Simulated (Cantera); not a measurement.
A closed system holds: 1 mol SiH₄, 1.4 mol H₂O, 11 mol N₂, held at 0.00680 bar.

Method: chemical equilibrium by Gibbs-energy minimisation in Cantera with the NASA 1993 tables (ideal gas, pure condensed phases). Candidate condensed phases: H₂O, Si, SiO₂, Si₂N₂O, Si₃N₄; 35 gas species. The tables hold silica as quartz up to 1696 K and as liquid above; real silica turns to tridymite and cristobalite and melts near 1996 K. The numbers say what is thermodynamically allowed, not how fast it happens.

Which condensed phases are stable at each of these points (T (K)): 1873, 1898, 1923, 1948, 1973, 1998, 2023, 2048, 2073, 2098, 2123, 2148, 2173?


```csv
T (K),condensed phases,Si condensed (%)
1873,SiO₂(condensed),30.9
1898,SiO₂(condensed),26.8
1923,SiO₂(condensed),21.4
1948,SiO₂(condensed),14.4
1973,SiO₂(condensed),5.9
1998,gas only,0.0
2023,gas only,0.0
2048,gas only,0.0
2073,gas only,0.0
2098,gas only,0.0
2123,gas only,0.0
2148,gas only,0.0
2173,gas only,0.0
```

From 1873 K to 1973 K the condensed part is SiO₂(condensed). From 1998 K to 2173 K nothing is condensed.
